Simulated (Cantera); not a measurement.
Charge: 1 mol CH3F, equilibrated at 93000 Pa.

Method: chemical equilibrium by Gibbs-energy minimisation in Cantera with the NASA 1993 tables (ideal gas, pure condensed phases). Candidate condensed phases: C, C6H6, C7H8, C8H18; 95 gas species. Rates play no part. All values below are at 2150 °C.

Base state: HF 0.497, H2 0.487, H 0.0128, C2H2 (acetylene) 0.00376, CH4 3.76e-5, F 2.23e-5, CH3 1.81e-5, C4H2 1.20e-5 (mole fractions); condensed: C(graphite).

**Question.** What changes in the equilibrium state with this change: CH3F replaced by CH3Cl?

**Answer.** 
| species | before | after |
|---|---|---|
| H2 | 0.487 | 0.489 |
| HCl | 0 | 0.485 |
| H | 0.0128 | 0.0129 |
| HF | 0.497 | 0 |
| Cl | 0 | 0.00908 |
| C2HCl | 0 | 3.79e-5 |
| F | 2.23e-5 | 0 |
| C(graphite), mol | 0.985 | 0.984 |
